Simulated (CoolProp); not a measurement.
Vapour-liquid equilibrium of R1234yf (1) + R1234ze(E) (2) at 140 kPa; x and y are mole fractions of (1).

The numbers come from the multi-fluid Helmholtz-energy mixture model, Lemmon 2022 and Thol 2016; pair parameters Bell 2022 in CoolProp.

Task: Give the bubble temperature and the first vapour's composition at x = 0.05, 0.275, 0.8. Is there an azeotrope?

Result: x = 0.05: 261.1 K, y = 0.076; x = 0.275: 258.3 K, y = 0.365; x = 0.8: 253.1 K, y = 0.855. No azeotrope shows between x = 0.05 and 0.95.

The pair parameters rest on a limited set of measurements; away from them the model extrapolates.
